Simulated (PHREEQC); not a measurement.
Make-up at 80 °C: 0.03 mol/kgw HCl, 0.00031 mol/kgw Li2SO4 and 5.4e-05 mol/kgw MnSO4. Closed to the air; pH follows from the charge balance.

Equilibrium calculation in PHREEQC: ion-association model, phreeqc.dat.

```
quantity           before     after
---------------  --------  --------
pH                   1.59      1.88
HSO4- (mol/kgw)  0.000312  0.000142
SO4-2 (mol/kgw)   5.20e-5   4.02e-5
MnCl+ (mol/kgw)   3.10e-6   9.35e-7
MnSO4 (mol/kgw)   2.80e-7   1.55e-7
```

Question: Which change was made?
A. diluted 2-fold with water
B. temperature from 80 to 65 °C
C. HCl replaced by FeCl2 at the same molality
D. diluted 5-fold with water

Answer: A, diluted 2-fold with water

No solid was allowed to form. Constants without temperature data keep their 25 °C values here.
